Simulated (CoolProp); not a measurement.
A simple Rankine cycle with R21: condensing at 327.15 K, boiler at 2.41 MPa, turbine inlet 409.4 K, turbine efficiency 0.9, pump efficiency 0.8, no recuperator. Each further row changes one setting.

Computed with CoolProp (reference Helmholtz-energy equation of state, Platzer 1990). This equation is an older, rougher fit; its heat capacities, sound speeds and derivatives of the liquid may be far off and weren't checked against measurements.

```tsv
case	thermal efficiency (%)	net work (kJ/kg)	heat in (kJ/kg)	turbine exit temperature (K)	volume ratio over the turbine
as stated	14.2	[?]	240	327.2	5.33
turbine inlet 429.4 K	14.6	[?]	[?]	340.5	[?]
condensing temperature 319.15 K	[?]	38.5	248	319.2	6.59
boiler pressure 1.69 MPa	12.0	30.3	253	342.1	3.57
turbine efficiency 0.8	[?]	30.0	240	327.2	[?]
```

Q: What belongs in the gaps?

A: 
- as stated, net work (kJ/kg): 33.9
- turbine inlet 429.4 K, net work (kJ/kg): 37.8
- turbine inlet 429.4 K, heat in (kJ/kg): 259
- turbine inlet 429.4 K, volume ratio over the turbine: 5.11
- condensing temperature 319.15 K, thermal efficiency (%): 15.5
- turbine efficiency 0.8, thermal efficiency (%): 12.5
- turbine efficiency 0.8, volume ratio over the turbine: 5.43

The expansion ends wet for: as stated; condensing temperature 319.15 K; turbine efficiency 0.8.
